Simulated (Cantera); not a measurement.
A closed system holds: 1 mol TiN, 14 mol Cl2, 10 mol N2, 0.52 mol O2, at 800 °C and 69.8 Torr.

These are equilibrium values from Cantera (NASA tables, ideal gas, pure condensed phases), not measurements of a reactor. Candidate condensed phases: Ti, TiCl2, TiCl3, TiCl4, TiN, TiO, TiO2, Ti2O3, Ti3O5, Ti4O7; 21 gas species. Condensed phases not in the tables: TiOCl. Kinetics and transport are ignored.

Question: What is the equilibrium state?

Answer: 
```json
{
  "x(Cl2)": "0.541",
  "x(N2)": "0.437",
  "x(TiCl4)": "0.0200",
  "x(Cl)": "0.00260",
  "x(O2)": "3.42e-5",
  "n(TiO2(rutile))": "0.519 mol",
  "gas_amount": "24.05 mol",
  "log10 activity of TiCl4(l) (absent)": "-4.76",
  "log10 activity of Ti4O7(s) (absent)": "-10.09",
  "log10 activity of Ti3O5(s) (absent)": "-10.32"
}
```
